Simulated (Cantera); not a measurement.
An isothermal, constant-pressure homogeneous reactor starts with 6.72 % H2, 93.3 % O2, equivalence ratio 0.036, at 1075 K and 0.00464 atm.

Cantera simulation using GRI-Mech 3.0 (53 species, 325 reactions); the numbers are that mechanism's predictions, not measurements. Radical loss at walls, strong at low pressure, is not modelled. The temperature is held fixed by assumption; the heat of reaction is taken as removed at once.

x: mole fraction; the columns are a selection and need not sum to one.

| t (s) | x H2 | x O2 | x OH | x HO2 | x H2O |
|---|---|---|---|---|---|
| 0.000400 | 0.0672 | 0.933 | 2.28e-10 | 5.78e-10 | 2.01e-10 |
| 0.000768 | 0.0672 | 0.933 | 6.96e-10 | ___ | 1.13e-9 |
| 0.00147 | 0.0672 | 0.933 | 3.14e-9 | ___ | 7.94e-9 |
| 0.00283 | 0.0672 | 0.933 | 3.85e-8 | ___ | 1.20e-7 |
| 0.00543 | 0.0671 | 0.933 | 4.17e-6 | ___ | 1.34e-5 |
| 0.0104 | 0.0333 | 0.911 | 0.00458 | ___ | 0.0255 |
| 0.0200 | 0.00156 | 0.889 | 0.00290 | 2.26e-6 | 0.0564 |
| 0.0384 | 0.00122 | 0.893 | 0.00257 | 2.21e-6 | 0.0588 |
| 0.0737 | 0.000983 | 0.902 | 0.00232 | 2.16e-6 | 0.0615 |
| 0.141 | 0.000658 | 0.912 | 0.00190 | 2.01e-6 | 0.0647 |
| 0.271 | 0.000331 | 0.922 | 0.00135 | ___ | 0.0673 |
| 0.521 | 0.000122 | 0.927 | 0.000818 | ___ | 0.0687 |
| 1.00 | 3.67e-5 | 0.929 | 0.000449 | ___ | 0.0692 |

Question: Fill in the missing entries.

Answer: 
- 0.000768, x HO2: 1.11e-9
- 0.00147, x HO2: 2.15e-9
- 0.00283, x HO2: 4.35e-9
- 0.00543, x HO2: 3.79e-8
- 0.0104, x HO2: 2.04e-6
- 0.271, x HO2: 1.69e-6
- 0.521, x HO2: 1.18e-6
- 1.00, x HO2: 6.61e-7
